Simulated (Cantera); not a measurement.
Standard-state values (1 bar) from the NASA 1993 polynomials, evaluated with Cantera. Values are per mole of reaction as written; species without (g) are pure solids or liquids, kept so even where they would boil at 1 bar.

2 H₂(g) + Si → SiH₄(g), with ΔH° = 34.2 kJ and ΔS° = -75.7 J/K at 300 K.

**Question.** How far is the shortcut ΔG° ≈ ΔH°(300 K) − T·ΔS°(300 K) from the full temperature-dependent value at 2423, 2473, 2523, 2573, 2623, 2673 K?

**Answer.** 
```
T (K)  shortcut (kJ)  full (kJ)  difference (kJ)  difference in log10 K  condensed phases
-----  -------------  ---------  ---------------  ---------------------  ----------------
2423           217.8      284.5            -66.7                   1.44             Si(l)
2473           221.5      290.8            -69.3                   1.46             Si(l)
2523           225.3      297.1            -71.8                   1.49             Si(l)
2573           229.1      303.5            -74.4                   1.51             Si(l)
2623           232.9      309.8            -76.9                   1.53             Si(l)
2673           236.7      316.1            -79.4                   1.55             Si(l)
```
The shortcut ignores heat capacities and the phase changes listed.
